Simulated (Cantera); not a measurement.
Feed: 1 mol SiC, 0.46 mol O2, 660 mol N2, 0.075 mol H2O, held at 1200 K and 1.50e-5 bar.

Method: chemical equilibrium by Gibbs-energy minimisation in Cantera with the NASA 1993 tables (ideal gas, pure condensed phases). Candidate condensed phases: C, C6H6, C7H8, C8H18, H2O, Si, SiC, SiO2, Si2N2O, Si3N4; 151 gas species. N2 is the only nitrogen source here; it is nearly inert below about 1500 K, so the nitride shown seldom forms there in practice. Mutual solubility and eutectic melting of coexisting phases are not modelled. Equilibrium is a limit: real reactors are often held back by kinetics, nucleation or transport.

### Question
What is the equilibrium state?

### Answer
x(N2): 0.999
x(CO): 0.00100
x(H2): 0.000113
x(SiO): 2.66e-6
n(SiC(s)): 0.337 mol
n(Si2N2O(s)): 0.331 mol
gas amount: 660.4 mol
log10 activity of C(graphite) (absent): -0.41
log10 activity of Si(s) (absent): -2.36
